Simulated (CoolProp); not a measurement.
Properties of hexamethyldisiloxane (MM) along the isobar 0.38 MPa (Tc = 245.6 °C, pc = 1.931 MPa, ω = 0.418).

Values from CoolProp's reference Helmholtz-energy equation of state, Thol 2016.

| T (°C) | phase | density (kg/m³) | cp (kJ/(kg K)) | cv (kJ/(kg K)) | isothermal compressibility (1/MPa) |
|---|---|---|---|---|---|
| -44.95 | liquid | 831.8 | 1.752 | 1.401 | 0.001161 |
| -38.75 | liquid | 825.5 | 1.761 | 1.411 | 0.001220 |
| -32.55 | liquid | 819.2 | 1.771 | 1.421 | 0.001282 |
| -26.25 | liquid | 812.9 | 1.783 | 1.432 | 0.001350 |
| -20.05 | liquid | 806.6 | 1.795 | 1.443 | 0.001421 |
| -13.85 | liquid | 800.2 | 1.807 | 1.456 | 0.001496 |
| -7.55 | liquid | 793.8 | 1.821 | 1.469 | 0.001578 |
| -1.35 | liquid | 787.5 | 1.835 | 1.482 | 0.001664 |
| 4.85 | liquid | 781.1 | 1.849 | 1.495 | 0.001755 |
| 11.15 | liquid | 774.6 | 1.864 | 1.510 | 0.001855 |
